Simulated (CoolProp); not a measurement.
A closed Brayton cycle with nitrogen: compressor inlet 321.15 K and 1.3 MPa, high pressure 4.5 MPa, turbine inlet 810 K, compressor efficiency 0.8, turbine efficiency 0.85, recuperator effectiveness 0.95 (on enthalpy, no pinch check). Each further row changes one setting.

Values from CoolProp's reference Helmholtz-energy equation of state, Span 2000.

| case | thermal efficiency (%) | net work (kJ/kg) | compressor to turbine work | compressor exit (K) | turbine exit (K) |
|---|---|---|---|---|---|
| as stated | 17.2 | 38.9 | 0.82 | 491.9 | 613.8 |
| turbine inlet 760 K | (withheld) | 25.2 | 0.88 | 491.9 | (withheld) |
| compressor inlet 331.15 K | 14.8 | 33.3 | 0.85 | 507.0 | 613.8 |
| high pressure 3.82 MPa | (withheld) | 41.7 | 0.78 | 465.9 | (withheld) |
| recuperator effectiveness 0.5 | 13.7 | 38.9 | 0.82 | 491.9 | 613.8 |

### Question
What belongs in the gaps?

### Answer

- turbine inlet 760 K, thermal efficiency (%): 12.0
- turbine inlet 760 K, turbine exit (K): 574.4
- high pressure 3.82 MPa, thermal efficiency (%): 20.5
- high pressure 3.82 MPa, turbine exit (K): 636.5
